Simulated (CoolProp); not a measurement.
Saturation properties of CHF3 (R23) (Tc = 299.3 K, pc = 4832 kPa, ω = 0.263).

Values from CoolProp's reference Helmholtz-energy equation of state, Penoncello 2003.

```
T (K)  p (kPa)  liquid density (kg/m³)  liquid viscosity (µPa s)  vapour viscosity (µPa s)
-----  -------  ----------------------  ------------------------  ------------------------
217.5    377.9                    1340                       206                      10.9
226.4    545.7                    1301                       182                      11.4
235.3    764.6                    1259                       161                      11.9
244.3     1047                    1215                       143                      12.5
253.2     1397                    1166                       126                      13.1
262.1     1829                    1113                       111                      13.8
271       2353                    1051                      96.0                      14.7
279.9     2984                   978.2                      81.6                      15.9
288.9     3748                   880.7                      66.3                      17.9
```

It boils at 191.1 K under 1 atm.

Viscosity comes from a separate model (Shan 2000).
